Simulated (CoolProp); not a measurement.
The fluoroketone C6F12O (FK-5-1-12) at 370.67 K and 0.296 MPa is throttled through a valve to 0.00746 MPa with no heat exchange. Each further row changes one setting.

Values from CoolProp's reference Helmholtz-energy equation of state, McLinden 2015.

| case | temperature change (K) | final density (kg/m³) |
|---|---|---|
| as stated | -4.5 | [?] |
| outlet pressure 0.00224 MPa | [?] | [?] |
| outlet pressure 0.0097 MPa | -4.5 | [?] |

Q: Fill in the missing entries.

A: 
- as stated, final density (kg/m³): 0.777
- outlet pressure 0.00224 MPa, temperature change (K): -4.6
- outlet pressure 0.00224 MPa, final density (kg/m³): 0.233
- outlet pressure 0.0097 MPa, final density (kg/m³): 1.01
